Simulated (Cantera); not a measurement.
What does this Cantera script print?

```python
import numpy as np
import cantera as ct

gas_names = """
    F FO FO2 F2 F2O N NF NF2 NF3 NO NO2 NO3 N2 N2O O O2 O3 Si SiF SiF2 SiF3 SiF4 SiN SiO SiO2 Si2 Si2N
    Si3
""".split()
cond_names = """
    Si(cr) Si(L) SiO2(Lqz) SiO2(hqz) SiO2(L) Si2N2O(s) Si3N4(a)
""".split()


# ... load() reads the species with a 1 bar reference pressure and builds the phases ...
atoms = {
    'SiF4': {'Si': 1, 'F': 4},
    'O3': {'O': 3},
    'N2': {'N': 2},
}
top_T = {'Si2N2O(s)': 2100, 'Si3N4(a)': 2400}  # K; cautious upper limits of use, not melting points


# ... equilibrate(T, P, feed) seeds the gas with the atoms and calls Mixture.equilibrate('TP', solver="vcs", rtol=1e-11, max_steps=5000) ...
results = []
feed = {'SiF4': 1, 'O3': 4.2, 'N2': 51}  # mol
T = 1273.15  # K
P = 35  # Pa
mix = equilibrate(T, P, feed)
results.append((T, P, feed, dict(zip(mix.species_names, mix.species_moles))))
print(gas.report(threshold=0.001))
for i in range(1, mix.n_phases):
    print(f"{mix.phase(i).name:16s} {mix.phase_moles(i):12.5e} mol")
```

Output:

```
       temperature   1273.2 K
          pressure   35 Pa
           density   9.8362e-05 kg/m^3
  mean mol. weight   29.749 kg/kmol
   phase of matter   gas

                          1 kg             1 kmol
                     ---------------   ---------------
          enthalpy        1.4019e+05        4.1704e+06  J
   internal energy       -2.1564e+05       -6.4151e+06  J
           entropy             10447        3.1078e+05  J/K
    Gibbs function        -1.316e+07        -3.915e+08  J
 heat capacity c_p            1188.3             35351  J/K
 heat capacity c_v            908.83             27037  J/K

                      mass frac. Y      mole frac. X     chem. pot. / RT
                     ---------------   ---------------   ---------------
                N2           0.82364           0.87466           -33.614
                O2           0.11609           0.10794           -37.449
              SiF4          0.060009          0.017153           -205.91
     [  +25 minor]        0.00025351        0.00025226

Si(cr)            0.00000e+00 mol
SiO2(hqz)         2.65768e-06 mol
Si2N2O(s)         0.00000e+00 mol
Si3N4(a)          0.00000e+00 mol
```

Cantera equilibrium calculation (NASA polynomials, part measured and part estimated; ideal gas, pure solids and liquids).
